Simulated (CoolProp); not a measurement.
Vapour-liquid equilibrium of toluene (1) + ethylbenzene (2) at 249.75 °C; x and y are mole fractions of (1).

Values from CoolProp's multi-fluid Helmholtz-energy mixture model, Lemmon 2006 and Zhou 2012; pair parameters Bell 2016.

```csv
x,"bubble pressure, mixture model (bar)","bubble pressure, Raoult's law (bar)","y, mixture model","y, Raoult's law"
0.05,10.50,10.52,0.070,0.079
0.15,11.10,11.16,0.201,0.224
0.25,11.69,11.81,0.319,0.353
0.35,12.28,12.46,0.429,0.468
0.45,12.88,13.10,0.533,0.572
0.55,13.50,13.75,0.630,0.666
0.65,14.14,14.39,0.722,0.752
0.75,14.82,15.04,0.808,0.831
0.85,15.52,15.69,0.889,0.903
0.95,16.27,16.33,0.965,0.969
```

The largest gap from Raoult's law is -1.8 % in bubble pressure, at x = 0.55. No azeotrope shows between x = 0.05 and 0.95.

The pair parameters rest on a limited set of measurements; away from them the model extrapolates.
